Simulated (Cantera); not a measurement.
A closed system holds: 1 mol SiCl4, 8.1 mol H2O, 95 mol H2, held at 1527 °C and 0.00133 bar.

Equilibrium computed with Cantera from the NASA thermochemical tables; the gas is ideal and each condensed phase is pure. Candidate condensed phases: H2O, Si, SiO2; 30 gas species. Equilibrium is a limit: real reactors are often held back by kinetics, nucleation or transport.

Question: What is the equilibrium state?

Answer: 
- x(H2) = 0.877
- x(H2O) = 0.0666
- x(HCl) = 0.0372
- x(SiO) = 0.00938
- x(H) = 0.00918
- x(Cl) = 0.000298
- x(OH) = 4.60e-5
- x(SiO2) = 1.77e-6
- gas amount = 106.6 mol
- log10 activity of Si(l) (absent) = -6.69
